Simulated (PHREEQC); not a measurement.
PHREEQC input (ion-association model, wateq4f.dat):

```
SOLUTION_MASTER_SPECIES
  An  An-  0  An  62.0  # stands for a non-complexing anion
SOLUTION_SPECIES
  An- = An-
    -log_k 0
    -gamma 3.0 0
PHASES
  Fix_H+
    H+ = H+
    -log_k 0
SOLUTION 1
  temp 25
  units mmol/kgw
  pH 7 charge
  Cl 0.022
  Mg 0.011
  Na 10
  An 10
END
SELECTED_OUTPUT 1
  -reset false
  -pH true
  -pe true
  -ionic_strength true
  -water true
  -totals Cl Mg Na
  -molalities Hfo_wOH Hfo_wOH2+ Hfo_wO- Hfo_sOH Hfo_sOH2+ Hfo_sO- Hfo_wOMg+
  -saturation_indices Brucite Halite
USER_PUNCH 1
  -headings sigma psi
  10 PUNCH EDL("sigma", "Hfo"), EDL("psi", "Hfo")
PRINT
  -reset false
USE solution 1
SURFACE 1
  Hfo_wOH 0.00449438 600 2
  Hfo_sOH 0.00011236
EQUILIBRIUM_PHASES 1
  Fix_H+ -4 HAn 10
    -force_equality true
  O2(g) -0.68 10
END
# ... the last block is repeated for the other 16 points of pH, with NaOH or the acid as the point needs
```

Selected output (columns that matter, 17 of 17 rows; pH added in front):

```
pH	mu	Mg	Na	m_Hfo_wOH	m_Hfo_wOH2+	m_Hfo_wO-	m_Hfo_sOH	m_Hfo_sOH2+	m_Hfo_sO-	m_Hfo_wOMg+	si_Brucite	si_Halite	sigma	psi
4	0.011526	1.1e-05	0.01	0.0017449	0.0027239	2.5607e-05	4.3623e-05	6.8097e-05	6.4018e-07	2.5436e-12	-13.98	-8.3353	0.22239	0.18318
4.38	0.011184	1.1e-05	0.01	0.0022346	0.0022079	5.1811e-05	5.5866e-05	5.5199e-05	1.2953e-06	1.1926e-11	-13.218	-8.334	0.17771	0.17245
4.75	0.010915	1.1e-05	0.01	0.0026318	0.0017731	8.9491e-05	6.5795e-05	4.4327e-05	2.2373e-06	5.2845e-11	-12.476	-8.333	0.13876	0.1604
5.12	0.010698	1.1e-05	0.01	0.0029345	0.0014211	0.00013881	7.3362e-05	3.5528e-05	3.4703e-06	2.3354e-10	-11.735	-8.3322	0.10569	0.147
5.5	0.010521	1.0999e-05	0.01	0.0031512	0.0011444	0.00019878	7.878e-05	2.861e-05	4.9696e-06	1.0851e-09	-10.973	-8.3315	0.077939	0.13191
5.88	0.010382	1.0995e-05	0.01	0.0032891	0.00094227	0.00026301	8.2228e-05	2.3557e-05	6.5754e-06	5.1509e-09	-10.213	-8.331	0.055986	0.11553
6.25	0.010279	1.0976e-05	0.01	0.003368	0.00080258	0.00032378	8.4201e-05	2.0065e-05	8.0947e-06	2.4108e-08	-9.4726	-8.3306	0.039465	0.09837
6.62	0.0102	1.0884e-05	0.01	0.0034112	0.00070491	0.00037816	8.5282e-05	1.7623e-05	9.4543e-06	1.1554e-07	-8.7357	-8.3303	0.026941	0.080143
7	0.010139	1.0426e-05	0.01	0.0034335	0.00063519	0.00042517	8.5848e-05	1.5882e-05	1.0631e-05	5.744e-07	-7.994	-8.33	0.017357	0.060506
7.38	0.010089	8.5119e-06	0.01	0.0034427	0.00058519	0.00046399	8.6116e-05	1.4638e-05	1.1606e-05	2.4881e-06	-7.3217	-8.3299	0.01019	0.040203
7.75	0.010042	4.3945e-06	0.01	0.003444	0.0005472	0.00049657	8.6227e-05	1.37e-05	1.2433e-05	6.6055e-06	-6.8685	-8.3297	0.0047047	0.020049
8.12	0.010025	1.2518e-06	0.010022	0.0034425	0.00051585	0.00052629	8.625e-05	1.2924e-05	1.3186e-05	9.7482e-06	-6.6739	-8.3286	-7.6416e-05	-0.00033425
8.5	0.010057	2.5468e-07	0.010087	0.0034399	0.00048617	0.00055757	8.6204e-05	1.2184e-05	1.3973e-05	1.0745e-05	-6.6059	-8.3259	-0.0050208	-0.021311
8.88	0.010097	4.8402e-08	0.010164	0.0034343	0.00045392	0.00059523	8.6067e-05	1.1376e-05	1.4917e-05	1.0952e-05	-6.5678	-8.3228	-0.010767	-0.042069
9.25	0.010153	9.6707e-09	0.010265	0.0034225	0.00041639	0.00064445	8.5773e-05	1.0435e-05	1.6151e-05	1.099e-05	-6.5288	-8.3188	-0.017914	-0.061827
9.62	0.010239	1.9941e-09	0.010409	0.0033987	0.00037058	0.00071408	8.5176e-05	9.2873e-06	1.7896e-05	1.0998e-05	-6.4779	-8.313	-0.027429	-0.0809
10	0.010386	4.157e-10	0.010638	0.0033509	0.00031449	0.00081793	8.3979e-05	7.8816e-06	2.0499e-05	1.0999e-05	-6.4065	-8.3041	-0.040613	-0.099527
```
